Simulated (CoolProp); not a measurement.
R22 at 225.68 K and 0.0312 MPa flows at 17 m/s in a round tube of 12.7 mm bore and 1.5 µm roughness, fully developed (64/Re and Nu = 3.66 if laminar; Colebrook and Gnielinski if turbulent). Each further row changes one setting.

Model: reference Helmholtz-energy equation of state, Kamei 1995, in CoolProp.

```tsv
case	Reynolds number	Darcy friction factor	pressure drop (Pa/m)	heat-transfer coefficient (W/(m² K))	mass flow (kg/h)
as stated	30300	0.0237	393	44.6	11.3
velocity 34 m/s	60700	0.0205	1360	77.7	22.6
diameter 25.4 mm	60700	0.0203	168	38.4	45.1
```

Viscosity comes from a separate model (Bell 2016), an estimate that may be off by 10 % or more. Thermal conductivity comes from a separate model (McLinden 2000), an estimate that may be off by 10 % or more.
